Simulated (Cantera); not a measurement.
Charge: 1 mol SiCl4, 0.56 mol HCl, 0.3 mol H2, at 1225 K and 1 atm.

Equilibrium computed with Cantera from the NASA thermochemical tables; the gas is ideal and each condensed phase is pure. Candidate condensed phases: Si; 19 gas species. The tables' values for SiCl3 are old estimates; treat these amounts as uncertain. Equilibrium is a limit: real reactors are often held back by kinetics, nucleation or transport.

Base state: SiCl4 0.525, HCl 0.313, H2 0.151, SiHCl3 0.00791, SiCl3 0.00370, SiCl2 0.000206, SiH2Cl2 1.59e-5 (mole fractions); condensed: gas only.

Q: What changes in the equilibrium state with this change: SiCl4 replaced by Si?

A: 
| species | before | after |
|---|---|---|
| H2 | 0.151 | 0.745 |
| SiCl4 | 0.525 | 0.124 |
| SiHCl3 | 0.00791 | 0.0557 |
| HCl | 0.313 | 0.0517 |
| SiCl3 | 0.00370 | 0.0117 |
| SiH3Cl | 8.83e-9 | 5.51e-5 |
| SiH2Cl2 | 1.59e-5 | 0.00334 |
| SiCl2 | 0.000206 | 0.00877 |
| Si(s), mol | 0 | 0.853 |

Q: What changes in the equilibrium state with this change: temperature from 1225 K to 1000 K?

A: 
| species | before | after |
|---|---|---|
| SiCl4 | 0.525 | 0.536 |
| HCl | 0.313 | 0.303 |
| H2 | 0.151 | 0.159 |
| SiCl2 | 0.000206 | 3.33e-7 |
| SiCl3 | 0.00370 | 8.59e-5 |
